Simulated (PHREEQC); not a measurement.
A PHREEQC speciation (ion-association model, wateq4f.dat) at 25 °C gives pH 6.47 and these molalities:

| species | mol/kgw |
|---|---|
| Mn+2 | 0.0150 |
| SO4-2 | 0.0150 |
| MnSO4 | 0.00797 |

Task: What are the element totals, and what could have been dissolved in 1 kg of water to give them?

Result: Several could match; the one computed here: totals Mn(2) 0.0230, S(6) 0.0230 mol/kgw, from 0.023 mol/kgw MnSO4.

Precipitation was switched off in this run. Complexes and solids missing from the database can't appear.
